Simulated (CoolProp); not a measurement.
Vapour-liquid equilibrium of acetone (1) + benzene (2) at 0.136 MPa; x and y are mole fractions of (1).

Model: multi-fluid Helmholtz-energy mixture model, Lemmon 2006 and Thol 2012; pair parameters Bell 2016, in CoolProp.

| x | bubble temperature, mixture model (K) | bubble temperature, Raoult's law (K) | y, mixture model | y, Raoult's law |
|---|---|---|---|---|
| 0.05 | 360.1 | 361.2 | 0.124 | 0.100 |
| 0.125 | 356.5 | 358.6 | 0.269 | 0.232 |
| 0.2 | 353.5 | 356.2 | 0.380 | 0.346 |
| 0.275 | 351.1 | 354.0 | 0.470 | 0.447 |
| 0.35 | 349.0 | 351.9 | 0.546 | 0.535 |
| 0.425 | 347.2 | 350.0 | 0.612 | 0.613 |
| 0.5 | 345.6 | 348.1 | 0.671 | 0.683 |
| 0.575 | 344.2 | 346.4 | 0.725 | 0.745 |
| 0.65 | 342.9 | 344.7 | 0.776 | 0.801 |
| 0.725 | 341.8 | 343.2 | 0.825 | 0.851 |
| 0.8 | 340.7 | 341.7 | 0.873 | 0.897 |
| 0.875 | 339.7 | 340.3 | 0.920 | 0.939 |
| 0.95 | 338.7 | 339.0 | 0.968 | 0.977 |

The largest gap from Raoult's law is -2.9 K in bubble temperature, at x = 0.275. No azeotrope shows between x = 0.05 and 0.95.

Pair parameters are fitted to limited data, so mixtures are less certain than the pure fluids.
